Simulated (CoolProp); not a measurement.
Vapour-liquid equilibrium of ethane (1) + propane (2) at 1.88 bar; x and y are mole fractions of (1).

The numbers come from the multi-fluid Helmholtz-energy mixture model, Bücker 2006 and Lemmon 2009; pair parameters Kunz 2012 in CoolProp.

### Question
Give the bubble temperature and the first vapour's composition at x = 0.35, 0.5, 0.65. Is there an azeotrope?

### Answer
x = 0.35: -54.6 °C, y = 0.793; x = 0.5: -61.5 °C, y = 0.888; x = 0.65: -67.0 °C, y = 0.942. No azeotrope shows between x = 0.05 and 0.95.

Pair parameters are fitted to limited data, so mixtures are less certain than the pure fluids.
